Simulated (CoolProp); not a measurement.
n-dodecane along the isotherm 346.85 °C: fugacity coefficient from the reference equation and from simpler models built on Tc = 385.0 °C, pc = 1.818 MPa, ω = 0.574; each cubic takes its own stable root.

Model: reference Helmholtz-energy equation of state, Lemmon 2004, in CoolProp. It is a short technical equation, of lower accuracy than the large ones.

```tsv
p (MPa)	phase	reference
0.00287	gas	0.9992
0.00434	gas	0.9988
0.00654	gas	0.9982
0.00987	gas	0.9972
0.0149	gas	0.9958
0.0225	gas	0.9937
0.0339	gas	0.9905
0.0511	gas	0.9858
0.0771	gas	0.9786
0.116	gas	0.9678
0.175	gas	0.9517
0.265	gas	0.9272
0.399	gas	0.8913
0.602	gas	0.8378
0.909	gas	0.7582
```

How far does each simpler model (van der Waals, Redlich-Kwong, Soave-Redlich-Kwong, Peng-Robinson) lie from the reference over these 15 states: mean and median of the absolute difference, and the worst?


- van der Waals: mean 1.7 %, median 0.5 %, worst +9.4 % at 346.85 °C and 0.909 MPa
- Redlich-Kwong: mean 1.1 %, median 0.3 %, worst +5.8 % at 346.85 °C and 0.909 MPa
- Soave-Redlich-Kwong: mean 0.8 %, median 0.2 %, worst +4.2 % at 346.85 °C and 0.909 MPa
- Peng-Robinson: mean 0.4 %, median 0.1 %, worst +2.2 % at 346.85 °C and 0.909 MPa
